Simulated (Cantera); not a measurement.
Charge: 1 mol Si(CH3)4, 0.053 mol C2H4, 130 mol H2, equilibrated at 1852 °C and 1330 Pa.

Equilibrium computed with Cantera from the NASA thermochemical tables; the gas is ideal and each condensed phase is pure. Candidate condensed phases: C, C6H6, C7H8, C8H18, Si, SiC; 87 gas species. Gases not in the tables: Si2H6 and higher silanes. Rates play no part.

**Question.** What is the equilibrium state?

**Answer.** 
```json
{
 "x(H2)": "0.966",
 "x(H)": "0.0309",
 "x(C2H2 (acetylene))": "0.00162",
 "x(Si)": "0.00110",
 "x(SiC2)": "7.88e-5",
 "x(SiH)": "6.44e-5",
 "x(Si2C)": "4.95e-5",
 "x(SiH2)": "1.70e-5",
 "x(CH4)": "3.87e-6",
 "n(C(graphite))": "2.82 mol",
 "n(SiC(s))": "0.811 mol",
 "gas_amount": "138.4 mol",
 "log10 activity of Si(l) (absent)": "-1.07"
}
```
